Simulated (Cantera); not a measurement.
Hydrocarbon pyrolysis for carbon deposition

An isothermal, constant-pressure homogeneous reactor starts with C₂H₄ : H₂ = 1 : 11 (molar parts), at 1450 K and 0.320 bar.

Model: GRI-Mech 3.0 (53 species, 325 reactions), integrated in Cantera. GRI-Mech 3.0 was tuned for natural gas; its chemistry of ethylene as a main component is partial and can be far from experiment. GRI-Mech 3.0 stops at C3 and has no aromatics, soot or wall deposition, so with more carbon than oxygen in the feed, carbon stays in small species such as C2H2 where larger ones or solid carbon would form.

```json
[
 {"t (s)": "0.000800", "x C₂H₄": "0.0831", "x H₂": "0.917", "x C₂H₆": "1.02e-6", "x C₂H": "<1e-12", "x CH₄": "1.16e-7", "x CH₃": "1.78e-9", "x C₂H₂": "0.000234"},
 {"t (s)": "0.00154", "x C₂H₄": "0.0828", "x H₂": "0.917", "x C₂H₆": "4.35e-6", "x C₂H": "1.08e-12", "x CH₄": "9.14e-7", "x CH₃": "7.96e-9", "x C₂H₂": "0.000495"},
 {"t (s)": "0.00295", "x C₂H₄": "0.0819", "x H₂": "0.917", "x C₂H₆": "2.67e-5", "x C₂H": "1.40e-11", "x CH₄": "1.02e-5", "x CH₃": "6.08e-8", "x C₂H₂": "0.00133"},
 {"t (s)": "0.00566", "x C₂H₄": "0.0758", "x H₂": "0.917", "x C₂H₆": "0.000152", "x C₂H": "3.39e-10", "x CH₄": "0.000204", "x CH₃": "7.40e-7", "x C₂H₂": "0.00674"},
 {"t (s)": "0.0109", "x C₂H₄": "0.0580", "x H₂": "0.918", "x C₂H₆": "0.000166", "x C₂H": "1.47e-9", "x CH₄": "0.00116", "x CH₃": "1.82e-6", "x C₂H₂": "0.0228"},
 {"t (s)": "0.0208", "x C₂H₄": "0.0357", "x H₂": "0.919", "x C₂H₆": "0.000102", "x C₂H": "2.71e-9", "x CH₄": "0.00253", "x CH₃": "2.78e-6", "x C₂H₂": "0.0428"},
 {"t (s)": "0.0400", "x C₂H₄": "0.0179", "x H₂": "0.919", "x C₂H₆": "4.98e-5", "x C₂H": "3.50e-9", "x CH₄": "0.00388", "x CH₃": "3.60e-6", "x C₂H₂": "0.0588"},
 {"t (s)": "0.0768", "x C₂H₄": "0.0102", "x H₂": "0.919", "x C₂H₆": "2.75e-5", "x C₂H": "3.57e-9", "x CH₄": "0.00509", "x CH₃": "4.19e-6", "x C₂H₂": "0.0653"},
 {"t (s)": "0.147", "x C₂H₄": "0.00892", "x H₂": "0.919", "x C₂H₆": "2.36e-5", "x C₂H": "3.41e-9", "x CH₄": "0.00664", "x CH₃": "5.14e-6", "x C₂H₂": "0.0659"},
 {"t (s)": "0.283", "x C₂H₄": "0.00874", "x H₂": "0.917", "x C₂H₆": "2.30e-5", "x C₂H": "3.17e-9", "x CH₄": "0.00930", "x CH₃": "6.77e-6", "x C₂H₂": "0.0649"},
 {"t (s)": "0.543", "x C₂H₄": "0.00850", "x H₂": "0.914", "x C₂H₆": "2.22e-5", "x C₂H": "2.84e-9", "x CH₄": "0.0139", "x CH₃": "9.22e-6", "x C₂H₂": "0.0632"},
 {"t (s)": "1.04", "x C₂H₄": "0.00812", "x H₂": "0.910", "x C₂H₆": "2.11e-5", "x C₂H": "2.41e-9", "x CH₄": "0.0211", "x CH₃": "1.25e-5", "x C₂H₂": "0.0605"},
 {"t (s)": "2.00", "x C₂H₄": "0.00756", "x H₂": "0.904", "x C₂H₆": "1.99e-5", "x C₂H": "1.96e-9", "x CH₄": "0.0319", "x CH₃": "1.63e-5", "x C₂H₂": "0.0564"}
]
```
x: mole fraction; the columns are a selection and need not sum to one.

Equilibrium at this temperature and pressure: C₂H₄ 0.00523, H₂ 0.878, C₂H₆ 1.88e-5, C₂H 9.66e-10, CH₄ 0.0773, CH₃ 2.79e-5, C₂H₂ 0.0394 (gas phase only).
